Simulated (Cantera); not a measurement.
Input (Python, Cantera) and output of one run.

```python
import numpy as np
import cantera as ct

gas_names = """
    F F2 N NF NF2 NF3 N2 Si SiF SiF2 SiF3 SiF4 SiN Si2 Si2N Si3
""".split()
cond_names = """
    Si(cr) Si(L) Si3N4(a)
""".split()


# ... load() reads the species with a 1 bar reference pressure and builds the phases ...
atoms = {
    'Si': {'Si': 1},
    'NF3': {'N': 1, 'F': 3},
}
top_T = {'Si3N4(a)': 2400}  # K; cautious upper limits of use, not melting points


# ... equilibrate(T, P, feed) seeds the gas with the atoms and calls Mixture.equilibrate('TP', solver="vcs", rtol=1e-11, max_steps=5000) ...
results = []
T = 673.15  # K
P = 1333.22  # Pa
for m in [0.64, 0.82, 1.1, 1.4, 1.8, 2.3, 3, 3.8]:
    feed = {'Si': 1, 'NF3': m}  # mol
    mix = equilibrate(T, P, feed)
    results.append((T, P, feed, dict(zip(mix.species_names, mix.species_moles))))

top = {s: max(r[3][s] / sum(r[3][g] for g in gas_names) for r in results) for s in gas_names}
cols = sorted((s for s in top if top[s] > 0.001), key=lambda s: -top[s])[:6]
seen = [c for c in cond_names if any(r[3].get(c, 0) > 1e-12 for r in results)]
print("log10 of partial pressures in bar; condensed amounts in mol")
print(f"{'n(NF3)':>10s}" + "".join(f"{s[:9]:>10s}" for s in cols + seen))
for T, P, feed, n in results:
    ng = sum(n[g] for g in gas_names)
    print(f"{feed['NF3']:10.4g}" + "".join(f"{np.log10(max(n[s] / ng * P / 1e5, 1e-99)):10.3f}" for s in cols)
          + "".join(f"{n.get(c, 0):10.4g}" for c in seen))
```

Result:

```
log10 of partial pressures in bar; condensed amounts in mol
    n(NF3)      SiF4       NF3        N2        F2         F    Si(cr)  Si3N4(a)
      0.64    -1.875   -97.007   -20.270   -59.861   -33.014      0.04      0.16
      0.82    -1.972   -79.385    -2.575   -54.011   -30.089         0    0.1283
       1.1    -2.058   -79.213    -2.338   -53.976   -30.072         0   0.05833
       1.4    -2.121    -3.519    -2.288    -3.529    -4.849         0         0
       1.8    -2.230    -2.698    -2.366    -2.956    -4.562         0         0
       2.3    -2.334    -2.473    -2.438    -2.782    -4.475         0         0
         3    -2.448    -2.345    -2.510    -2.673    -4.420         0         0
       3.8    -2.550    -2.276    -2.567    -2.608    -4.388         0         0
```

These are equilibrium values from Cantera (NASA tables, ideal gas, pure condensed phases), not measurements of a reactor.
